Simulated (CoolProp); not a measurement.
The fluid at 293.15 K and 0.0437 MPa is compressed adiabatically to 0.201 MPa with isentropic efficiency 1. The same conditions are run with several fluids, on thermodynamics alone (safety and materials aside).

The numbers come from the reference Helmholtz-energy equation of state of each fluid (R227EA: Lemmon 2016; hydrogen chloride: Thol 2018; CH2F2 (R32): Tillner-Roth 1997; dimethyl ether: Wu 2011; R152A: Outcalt 1996) in CoolProp.

Question: Rank R227EA, hydrogen chloride, CH2F2 (R32), dimethyl ether, R152A by work (kJ/kg), highest first.

Answer: hydrogen chloride (127), dimethyl ether (87.7), CH2F2 (R32) (82.0), R152A (60.9), R227EA (22.4)

```csv
fluid,final temperature (K),final density (kg/m³)
R227EA,322.7,13.3
hydrogen chloride,453.2,1.95
CH2F2 (R32),386.6,3.28
dimethyl ether,353.3,3.22
R152A,351.9,4.65
```
